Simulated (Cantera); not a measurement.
Input (Python, Cantera) and output of one run.

```python
import numpy as np
import cantera as ct

gas_names = [...]  # 109 gases of nasa_gas.yaml made of C, Cl, H, Si
cond_names = """
    C(gr) C6H6(L) C7H8(L) C8H18(L),n-octa Si(cr) Si(L) SiC(b)
""".split()


# ... load() reads the species with a 1 bar reference pressure and builds the phases ...
atoms = {
    'SiH2Cl2': {'Si': 1, 'H': 2, 'CL': 2},
    'C3H8': {'C': 3, 'H': 8},
    'H2': {'H': 2},
}
top_T = {'C(gr)': 4500, 'SiC(b)': 3050}  # K; cautious upper limits of use, not melting points


# ... equilibrate(T, P, feed) seeds the gas with the atoms and calls Mixture.equilibrate('TP', solver="vcs", rtol=1e-11, max_steps=5000) ...
results = []
T = 1275  # K
P = 13332.2  # Pa
for m in [0.018, 0.028, 0.042, 0.064, 0.097, 0.15, 0.22, 0.34, 0.52]:
    feed = {'SiH2Cl2': 1, 'C3H8': m, 'H2': 270}  # mol
    mix = equilibrate(T, P, feed)
    results.append((T, P, feed, dict(zip(mix.species_names, mix.species_moles))))
    x = sorted(zip(gas.X, gas.species_names), reverse=True)
    print(f"T = {T:g} K  P = {P:g} Pa  n(C3H8) = {m:g} mol  gas = {mix.phase_moles(0):.4g} mol")
    print("   x: " + "  ".join(f"{s} {v:.3e}" for v, s in x if v > 0.001))
    print("   condensed (mol): " + ("  ".join(f"{mix.phase(i).name} {mix.phase_moles(i):.4g}"
          for i in range(1, mix.n_phases) if mix.phase_moles(i) > 1e-12) or "none"))
```

Result:

```
T = 1275 K  P = 13332.2 Pa  n(C3H8) = 0.018 mol  gas = 272.1 mol
   x: H2 9.928e-01  HCL 7.045e-03
   condensed (mol): Si(cr) 0.9067  SiC(b) 0.05314
T = 1275 K  P = 13332.2 Pa  n(C3H8) = 0.028 mol  gas = 272.1 mol
   x: H2 9.928e-01  HCL 7.044e-03
   condensed (mol): Si(cr) 0.8768  SiC(b) 0.08314
T = 1275 K  P = 13332.2 Pa  n(C3H8) = 0.042 mol  gas = 272.2 mol
   x: H2 9.928e-01  HCL 7.042e-03
   condensed (mol): Si(cr) 0.8348  SiC(b) 0.1251
T = 1275 K  P = 13332.2 Pa  n(C3H8) = 0.064 mol  gas = 272.3 mol
   x: H2 9.928e-01  HCL 7.040e-03
   condensed (mol): Si(cr) 0.7688  SiC(b) 0.1911
T = 1275 K  P = 13332.2 Pa  n(C3H8) = 0.097 mol  gas = 272.4 mol
   x: H2 9.928e-01  HCL 7.037e-03
   condensed (mol): Si(cr) 0.6698  SiC(b) 0.2901
T = 1275 K  P = 13332.2 Pa  n(C3H8) = 0.15 mol  gas = 272.6 mol
   x: H2 9.928e-01  HCL 7.032e-03
   condensed (mol): Si(cr) 0.5108  SiC(b) 0.4491
T = 1275 K  P = 13332.2 Pa  n(C3H8) = 0.22 mol  gas = 272.9 mol
   x: H2 9.928e-01  HCL 7.025e-03
   condensed (mol): Si(cr) 0.3009  SiC(b) 0.6591
T = 1275 K  P = 13332.2 Pa  n(C3H8) = 0.34 mol  gas = 273.3 mol
   x: H2 9.926e-01  HCL 7.304e-03
   condensed (mol): SiC(b) 0.9983
T = 1275 K  P = 13332.2 Pa  n(C3H8) = 0.52 mol  gas = 273.7 mol
   x: H2 9.915e-01  HCL 7.305e-03  CH4 1.215e-03
   condensed (mol): C(gr) 0.2273  SiC(b) 0.9999
```

These are equilibrium values from Cantera (NASA tables, ideal gas, pure condensed phases), not measurements of a reactor. Mutual solubility and eutectic melting of coexisting phases are not modelled.
